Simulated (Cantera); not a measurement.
A closed system holds: 1 mol V2O5, 790 mol H2, held at 0.0900 Torr.

Cantera equilibrium calculation (NASA polynomials, part measured and part estimated; ideal gas, pure solids and liquids). Candidate condensed phases: H2O, V, VO, V2O3, V2O4, V2O5; 12 gas species. VO: taken at fixed stoichiometry. Condensed phases not in the tables: the oxides between V2O3 and V2O5 other than VO2. Equilibrium is a limit: real reactors are often held back by kinetics, nucleation or transport.

x: gas mole fraction; n: condensed amount in mol.

```json
[
 {"T (°C)": "527", "x H2": "0.997", "x H": "2.64e-10", "x H2O": "0.00253", "x VO": "<1e-12", "x VO2": "<1e-12", "x V": "<1e-12", "n V2O3(s)": "1.00", "n VO(s)": "0"},
 {"T (°C)": "727", "x H2": "0.997", "x H": "2.07e-7", "x H2O": "0.00253", "x VO": "<1e-12", "x VO2": "<1e-12", "x V": "<1e-12", "n V2O3(s)": "1.00", "n VO(s)": "0"},
 {"T (°C)": "927", "x H2": "0.997", "x H": "1.80e-5", "x H2O": "0.00253", "x VO": "3.99e-12", "x VO2": "___", "x V": "<1e-12", "n V2O3(s)": "1.00", "n VO(s)": "0"},
 {"T (°C)": "1127", "x H2": "0.997", "x H": "0.000443", "x H2O": "0.00253", "x VO": "1.86e-8", "x VO2": "___", "x V": "6.83e-11", "n V2O3(s)": "1.000", "n VO(s)": "0"},
 {"T (°C)": "1327", "x H2": "0.991", "x H": "0.00494", "x H2O": "0.00376", "x VO": "6.31e-6", "x VO2": "___", "x V": "7.39e-8", "n V2O3(s)": "0", "n VO(s)": "1.97"},
 {"T (°C)": "1527", "x H2": "0.964", "x H": "0.0321", "x H2O": "0.00300", "x VO": "0.000507", "x VO2": "___", "x V": "2.45e-5", "n V2O3(s)": "0", "n VO(s)": "0.971"},
 {"T (°C)": "1727", "x H2": "0.857", "x H": "0.137", "x H2O": "0.00271", "x VO": "0.00126", "x VO2": "___", "x V": "0.000160", "n V2O3(s)": "0", "n VO(s)": "0"}
]
```

Question: Fill in the missing entries.

Answer: 
- 927, x VO2: 1.80e-10
- 1127, x VO2: 1.75e-7
- 1327, x VO2: 2.77e-5
- 1527, x VO2: 0.000748
- 1727, x VO2: 0.000927
